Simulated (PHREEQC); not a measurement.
## Metal-bearing waste water: an equilibrium model

Make-up at 25 °C: 1.17 mmol/kgw CdCl2, 1.6 mmol/kgw CaCl2, 0.57 mmol/kgw NaF and 15 mmol/kgw Na2SO4. It is in equilibrium with CO2 at log p = -1 (atm). Otherwise closed; pH follows from the charge balance.

Model: ion-association model, phreeqc.dat, run in PHREEQC.

Precipitation was switched off in this run.

**Question.** What pH does the model give?

**Answer.** pH 4.57.

**Question.** In which forms is F present?

**Answer.** F- 95 %, HF 3.1 %, NaF 1.1 % of the F.

The solution is supersaturated, for example in Fluorite, so a real one may precipitate; this is no full list.
